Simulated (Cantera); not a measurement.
An isothermal, constant-pressure homogeneous reactor starts with 16.1 % C₂H₆, 83.9 % N₂, at 1750 K and 100000 Pa.

Detailed kinetics in Cantera: GRI-Mech 3.0 (53 species, 325 reactions). GRI-Mech 3.0 stops at C3 and has no aromatics, soot or wall deposition, so with more carbon than oxygen in the feed, carbon stays in small species such as C2H2 where larger ones or solid carbon would form.

x: mole fraction; the columns are a selection and need not sum to one.

```
t (s)       x C₂H₆    x C₂H₄    x C₂H     x CH₃  x C₂H₂
--------  --------  --------  -------  --------  ------
5.00e-5    0.00549    0.0601  9.70e-7   0.00375  0.0428
0.000213  0.000142    0.0265  3.61e-7  0.000681  0.0782
0.000910   4.74e-5   0.00558  3.00e-7  0.000435  0.0979
0.00388    3.60e-5   0.00105  3.28e-7  0.000385   0.105
0.0166           …  0.000921  3.54e-7         …   0.111
0.0707           …  0.000915  3.87e-7         …   0.117
0.302      4.57e-7  0.000945  4.03e-7   3.78e-5   0.120
1.29       3.84e-7  0.000948  4.04e-7   3.31e-5   0.120
5.49       3.84e-7  0.000948  4.04e-7   3.31e-5   0.120
23.4       3.84e-7  0.000948  4.04e-7   3.31e-5   0.120
100        3.84e-7  0.000948  4.04e-7   3.31e-5   0.120
```

### Question
What belongs in the gaps?

### Answer

- 0.0166, x C₂H₆: 1.43e-5
- 0.0166, x CH₃: 0.000246
- 0.0707, x C₂H₆: 2.25e-6
- 0.0707, x CH₃: 9.70e-5
